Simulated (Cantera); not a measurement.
**borazine + H₂ (boron, boron nitride and boron oxide)**

Input: 1 mol borazine, 48 mol H₂, at 345 Torr.

Cantera equilibrium calculation (NASA polynomials, part measured and part estimated; ideal gas, pure solids and liquids). Candidate condensed phases: B, BN; 15 gas species. The feed counts by its element totals alone. Mutual solubility and eutectic melting of coexisting phases are not modelled. The tables' values for BH₂ are old estimates; treat these amounts as uncertain. Gases not in the tables: B₂H₆ and higher boranes. Rates play no part.

```tsv
T (K)	x H₂	x H	x BH₂	x N₂	x BH₃	x BH	x B	x NH₃	n BN(s)	n B(s)
823	1.00	1.08e-11	<1e-12	<1e-12	8.19e-12	<1e-12	<1e-12	8.21e-12	3.00	0
923	1.00	3.61e-10	1.16e-12	<1e-12	8.32e-11	<1e-12	<1e-12	8.43e-11	3.00	0
1023	1.00	6.10e-9	2.68e-11	5.54e-12	5.27e-10	<1e-12	<1e-12	5.43e-10	3.00	0
1123	1.00	6.28e-8	3.79e-10	3.19e-10	2.56e-9	<1e-12	<1e-12	2.30e-9	3.00	0
1223	1.00	4.43e-7	4.52e-9	5.54e-9	1.24e-8	<1e-12	<1e-12	5.89e-9	3.00	0
1323	1.000	2.34e-6	4.37e-8	4.43e-8	5.59e-8	<1e-12	<1e-12	1.10e-8	3.00	0
1423	1.000	9.79e-6	3.13e-7	2.51e-7	2.07e-7	<1e-12	<1e-12	1.82e-8	3.00	0
1523	1.000	3.41e-5	1.71e-6	1.16e-6	6.35e-7	1.75e-11	1.13e-12	2.86e-8	3.00	0
1623	1.000	0.000102	7.45e-6	4.53e-6	1.67e-6	2.47e-10	2.89e-11	4.31e-8	3.00	0
1723	1.000	0.000269	2.70e-5	1.54e-5	3.86e-6	2.53e-9	5.00e-10	6.23e-8	3.00	0
1823	0.999	0.000639	8.44e-5	4.62e-5	8.07e-6	1.99e-8	6.28e-9	8.69e-8	3.00	0
1923	0.998	0.00139	0.000233	0.000124	1.55e-5	1.26e-7	6.03e-8	1.17e-7	2.99	0
2023	0.996	0.00279	0.000531	0.000359	2.56e-5	6.03e-7	4.23e-7	1.68e-7	2.96	0.00821
```
x: gas mole fraction; n: condensed amount in mol.

From 823 K to 1923 K the condensed part is BN(s). At 2023 K the condensed part is B(s) + BN(s).
